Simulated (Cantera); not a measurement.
An adiabatic, constant-pressure homogeneous reactor starts with 7.45 % H2, 12.0 % O2, 80.4 % N2, 0.112 % NO, at 1175 K and 2100000 Pa.

Model: GRI-Mech 3.0 (53 species, 325 reactions), integrated in Cantera. The hydrogen kinetics of GRI-Mech 3.0 are dated; newer H2 mechanisms differ, most at raised pressure. The pressure lies above the range GRI-Mech 3.0 was tuned for (to about 10 atm). The mechanism lacks 2 NO + O2 → 2 NO2 and HONO, so NO2 and the effect of NO are under-described below about 1400 K.

Task: Predict: time of steepest temperature rise; temperature at 0.700 s; equilibrium temperature; x(H2) at 0.700 s; x(O2) at 0.700 s; x(NO) at 0.700 s; x(NO2) at 0.700 s; x(OH) at 0.700 s; x(H2O) at 0.700 s.

Result: 
| Quantity | Value |
|---|---|
| time of steepest temperature rise | 82.5 µs |
| temperature at 0.700 s | 1714 K |
| equilibrium temperature | 1712 K |
| x(H2) at 0.700 s | 1.35e-6 (gas-phase equilibrium 1.32e-6) |
| x(O2) at 0.700 s | 0.0859 (gas-phase equilibrium 0.0854) |
| x(NO) at 0.700 s | 0.00110 (gas-phase equilibrium 0.00200) |
| x(NO2) at 0.700 s | 9.72e-6 (gas-phase equilibrium 1.78e-5) |
| x(OH) at 0.700 s | 0.000132 (gas-phase equilibrium 0.000130) |
| x(H2O) at 0.700 s | 0.0773 (gas-phase equilibrium 0.0773) |
